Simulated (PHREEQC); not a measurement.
**Ultrapure water in contact with air or piping: speciation**

A made-up water analysis in mmol/kgw, 25 °C, pH 5.61, pe 9.9:

| constituent | mmol/kgw |
|---|---|
| Na | 0.00268 |
| K | 0.00708 |
| Ca | 0.00471 |
| Mg | 0.000165 |
| Cl | 0.00204 |
| S(6) | 0.00428 |
| Alkalinity (meq/kgw) | 0.00884 |
| Cd | 0.000106 |

Valence states are taken as typed.

Computed with PHREEQC (ion-association model, wateq4f.dat).

Each row changes one thing in this solution. No solid was allowed to form.

```tsv
case	CO2 (mol/kgw)	HCO3- (mol/kgw)	CaSO4 (mol/kgw)	HSO4- (mol/kgw)	CaHCO3+ (mol/kgw)	CO3-2 (mol/kgw)	SI of Otavite (CdCO3)	SI of Gypsum (CaSO4:2H2O)
as made	6.20e-5	1.13e-5	3.81e-9	1.00e-9	6.61e-10	2.20e-10	-4.56	-6.14
all concentrations times 3 at the same typed pH	0.000158	2.90e-5	3.28e-8	2.95e-9	4.97e-9	5.72e-10	-3.68	-5.20
pH from 5.61 to 5.5 at the same alkalinity	8.49e-5	1.20e-5	3.81e-9	1.29e-9	(withheld)	1.82e-10	-4.64	-6.14
Ca from 0.00471 to 0.0141 mmol/kgw	(withheld)	1.13e-5	1.12e-8	9.94e-10	1.97e-9	2.21e-10	-4.56	-5.67
temperature from 25 to 35 °C at the same typed pH	(withheld)	1.13e-5	4.17e-9	1.25e-9	7.47e-10	(withheld)	-4.48	-6.13
```

Task: Complete the blanks.

Result: 
- pH from 5.61 to 5.5 at the same alkalinity, CaHCO3+ (mol/kgw): 7.03e-10
- Ca from 0.00471 to 0.0141 mmol/kgw, CO2 (mol/kgw): 6.19e-5
- temperature from 25 to 35 °C at the same typed pH, CO2 (mol/kgw): 5.63e-5
- temperature from 25 to 35 °C at the same typed pH, CO3-2 (mol/kgw): 2.63e-10
